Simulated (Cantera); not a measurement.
# Equilibrium for fluorocarbon and chlorocarbon gases: CHF3 + H2

Charge: 1 mol CHF3, 1.6 mol H2, at 750 Torr.

Equilibrium computed with Cantera from the NASA thermochemical tables; the gas is ideal and each condensed phase is pure. Candidate condensed phases: C, C6H6, C7H8, C8H18; 110 gas species. Ions and electrons are included (thermal ionisation). Rates play no part.

```csv
T (°C),log p HF,log p H,log p F,log p H2,log p C,log p C3,log p CF,log p C2,log p C2H2 (acetylene),log p C2H,n C(graphite)
2227,-0.08,-2.00,-3.96,-0.80,-6.78,-6.30,-5.45,-7.34,-2.76,-5.11,0.987
2727,-0.09,-1.25,-2.65,-0.90,-4.30,-3.51,-3.59,-4.50,-2.10,-3.22,0.928
3227,-0.16,-0.83,-1.66,-1.19,-2.53,-1.53,-2.22,-2.49,-1.86,-2.00,0.300
3727,-0.32,-0.54,-0.99,-1.49,-1.67,-1.45,-1.73,-1.90,-2.68,-2.04,0
4227,-0.67,-0.38,-0.62,-1.84,-1.18,-1.95,-1.69,-1.82,-3.80,-2.51,0
4727,-1.17,-0.32,-0.49,-2.25,-0.98,-2.91,-2.02,-2.14,-5.21,-3.33,0
```
log p: log10 of the partial pressure in bar; n: condensed amount in mol.

From 2227 °C to 3227 °C the condensed part is C(graphite). From 3727 °C to 4727 °C nothing is condensed. The main C-bearing gas is C2H2 (acetylene) at 2227 °C and C at 4727 °C.
